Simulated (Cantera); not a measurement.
Input: 1 mol H2O, 0.25 mol O2, 0.32 mol N2, equilibrated at 3052 °C and 7.50 Torr.

Equilibrium computed with Cantera from the NASA thermochemical tables; the gas is ideal and each condensed phase is pure. Candidate condensed phases: H2O; 24 gas species. Kinetics and transport are ignored.

Base state: H 0.497, O 0.360, N2 0.0855, OH 0.0200, H2 0.0163, O2 0.0135, NO 0.00569, H2O 0.00158 (mole fractions); condensed: gas only.

What changes in the equilibrium state with this change: temperature from 3052 °C to 527 °C?


| species | before | after |
|---|---|---|
| H2O | 0.00158 | 0.637 |
| N2 | 0.0855 | 0.204 |
| O2 | 0.0135 | 0.159 |
| H | 0.497 | <1e-9 |
| O | 0.360 | <1e-9 |
| H2 | 0.0163 | <1e-9 |
| OH | 0.0200 | 6.50e-9 |
| N | 0.000270 | <1e-9 |
| NO | 0.00569 | 8.87e-7 |
